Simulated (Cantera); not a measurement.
A closed system holds: 1 mol Ti(OiPr)₄, 1 mol NH₃, equilibrated at 2198.15 K and 0.133 bar.

Method: chemical equilibrium by Gibbs-energy minimisation in Cantera with the NASA 1993 tables (ideal gas, pure condensed phases). Candidate condensed phases: C, C₆H₆, C₇H₈, C₈H₁₈, H₂O, Ti, TiC, TiN, TiO, TiO₂, Ti₂O₃, Ti₃O₅, Ti₄O₇; 139 gas species. The feed counts by its element totals alone. TiC: taken at fixed stoichiometry. Kinetics and transport are ignored.

Base state: H₂ 0.759, CO 0.199, N₂ 0.0227, H 0.0133, HCN 0.00393, C₂H₂ (acetylene) 0.00193, HNC 0.000310, CH₄ 2.03e-5 (mole fractions); condensed: C(graphite) + TiC(s).

What changes in the equilibrium state with this change: temperature from 2198.15 K to 1475 K?


| species | before | after |
|---|---|---|
| H₂ | 0.759 | 0.775 |
| CO | 0.199 | 0.200 |
| N₂ | 0.0227 | 0.0249 |
| H | 0.0133 | 3.13e-5 |
| HCN | 0.00393 | 0.000123 |
| C₂H₂ (acetylene) | 0.00193 | 5.17e-6 |
| HNC | 0.000310 | 1.91e-6 |
| H₂O | 1.15e-6 | 4.26e-5 |
| CH₄ | 2.03e-5 | 0.000233 |
| C(graphite), mol | 6.84 | 6.99 |
| TiC(s), mol | 1.000 | 1.00 |
